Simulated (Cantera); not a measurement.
## Ignition delay

Mixture: CH₄ : O₂ : N₂ : CO₂ = 1 : 2.99 : 11.2 : 2.3 (molar parts), at 1.20 bar, adiabatic and at constant pressure. Ignition delay is the time to a rise of 400 K.

Detailed kinetics in Cantera: GRI-Mech 3.0 (53 species, 325 reactions).

```csv
T0 (K),delay (ms)
1100,172
1200,39.2
1300,10.3
1400,3.11
1500,1.08
1600,0.437
1700,0.204
1800,0.107
1900,0.0610
```

The apparent activation energy between 1700 and 1900 K comes out as 160 kJ/mol.
